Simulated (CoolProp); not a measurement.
Vapour-liquid equilibrium of R125 (1) + R227EA (2) at 4.45 bar; x and y are mole fractions of (1).

Computed with CoolProp (multi-fluid Helmholtz-energy mixture model, Lemmon 2005 and Lemmon 2016; pair parameters Bell 2016).

Give the bubble temperature and the first vapour's composition at x = 0.15, 0.45, 0.75. Is there an azeotrope?

x = 0.15: 16.2 °C, y = 0.318; x = 0.45: 3.3 °C, y = 0.702; x = 0.75: -6.2 °C, y = 0.900. No azeotrope shows between x = 0.05 and 0.95.

Pair parameters are fitted to limited data, so mixtures are less certain than the pure fluids.
